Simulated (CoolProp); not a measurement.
Vapour-liquid equilibrium of toluene (1) + n-decane (2) at 0.802 MPa; x and y are mole fractions of (1).

Values from CoolProp's multi-fluid Helmholtz-energy mixture model, Lemmon 2006 and Lemmon 2006; pair parameters Bell 2016.

```tsv
x	bubble temperature (°C)	y at the bubble point	dew temperature at overall composition x (°C)	liquid density (mol/L)
0.05	272.8	?	275.3	3.549
0.125	265.4	0.243	271.6	3.752
0.2	258.0	0.372	267.7	3.966
0.275	250.8	0.484	263.6	4.190
0.35	244.1	0.581	259.2	?
0.425	237.8	0.662	254.7	?
0.5	232.1	?	249.8	4.931
0.575	226.8	0.788	244.5	5.208
0.65	222.0	0.838	?	5.505
0.725	217.6	0.880	232.6	5.825
0.8	213.5	0.917	225.7	6.174
0.875	209.7	0.951	218.2	?
0.95	206.1	0.981	209.8	6.978
```

Question: Complete the blanks.

Answer: 
- 0.05, y at the bubble point: 0.100
- 0.35, liquid density (mol/L): 4.424
- 0.425, liquid density (mol/L): 4.671
- 0.5, y at the bubble point: 0.731
- 0.65, dew temperature at overall composition x (°C): 238.8
- 0.875, liquid density (mol/L): 6.556

No azeotrope shows between x = 0.05 and 0.95.

The pair parameters rest on a limited set of measurements; away from them the model extrapolates.
